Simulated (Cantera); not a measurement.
A closed system holds: 1 mol Al, 68 mol NH3, 10 mol N2, held at 0.210 Torr.

These are equilibrium values from Cantera (NASA tables, ideal gas, pure condensed phases), not measurements of a reactor. Candidate condensed phases: Al, AlN; 13 gas species. Equilibrium is a limit: real reactors are often held back by kinetics, nucleation or transport. All values below are at 1723 K.

Base state: H2 0.686, N2 0.298, H 0.00903, Al 0.00672, AlH 5.27e-5 (mole fractions); condensed: gas only.

**Question.** What changes in the equilibrium state with this change: Al replaced by Al(CH3)3?

**Answer.** 
| species | before | after |
|---|---|---|
| H2 | 0.686 | 0.694 |
| N2 | 0.298 | 0.288 |
| H | 0.00903 | 0.00908 |
| HCN | 0 | 0.00185 |
| Al | 0.00672 | 0.00652 |
| C2H2 (acetylene) | 0 | 6.28e-5 |
| HNC | 0 | 5.87e-5 |
| AlH | 5.27e-5 | 5.14e-5 |
| C(graphite), mol | 0 | 2.69 |
The feed counts by its element totals alone. Further candidate phases: C, C6H6, C7H8, C8H18.
